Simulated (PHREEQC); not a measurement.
Consider water at 25 °C with 9.5 mmol/kgw NaHCO3, 0.099 mmol/kgw Na2B4O7 and 0.52 mmol/kgw KCl. Closed to the air; pH follows from the charge balance.

Model: ion-association model, phreeqc.dat, run in PHREEQC.

```
quantity                    before     after
------------------------  --------  --------
pH                            8.47      8.22
ionic strength (mol/kgw)    0.0103    0.0101
HCO3- (mol/kgw)            0.00920   0.00924
CO3-2 (mol/kgw)           0.000173   9.82e-5
CO2 (mol/kgw)              6.29e-5  0.000112
NaHCO3 (mol/kgw)           4.06e-5   4.00e-5
SI of Halite (NaCl)          -6.96     -6.97
SI of Sylvite (KCl)          -7.56     -7.56
```

**Question.** What was changed between the two runs?
A) diluted 100-fold with water
B) 0.0042 mol/kgw KF added
C) temperature from 25 to 15 °C
D) temperature from 25 to 50 °C
E) Na2B4O7 left out

**Answer.** E, Na2B4O7 left out

This is a speciation only: nothing precipitates in the calculation.
